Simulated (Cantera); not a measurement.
Feed: 1 mol CaCO₃, 0.081 mol H₂O, 0.56 mol H₂, equilibrated at 0.100 bar.

These are equilibrium values from Cantera (NASA tables, ideal gas, pure condensed phases), not measurements of a reactor. Candidate condensed phases: C, C₆H₆, C₇H₈, C₈H₁₈, Ca, CaCO₃, CaO, Ca(OH)₂, H₂O; 115 gas species. Rates play no part. All values below are at 2025 K.

Base state: H₂O 0.329, CO₂ 0.328, CO 0.280, H₂ 0.0601, H 0.00149, OH 0.000853, Ca(OH)₂ 4.07e-5, O₂ 3.62e-5 (mole fractions); condensed: CaO(s).

Q: What changes in the equilibrium state with this change: H₂ from 0.56 to 0.086 mol?

A: 
```tsv
species	before	after
CO₂	0.328	0.777
H₂O	0.329	0.139
CO	0.280	0.0767
H₂	0.0601	0.00293
Ca(OH)₂	4.07e-5	1.71e-5
O₂	3.62e-5	0.00271
O	1.54e-5	0.000133
H	0.00149	0.000329
OH	0.000853	0.00163
CaO(s), mol	1.000	1.000
```
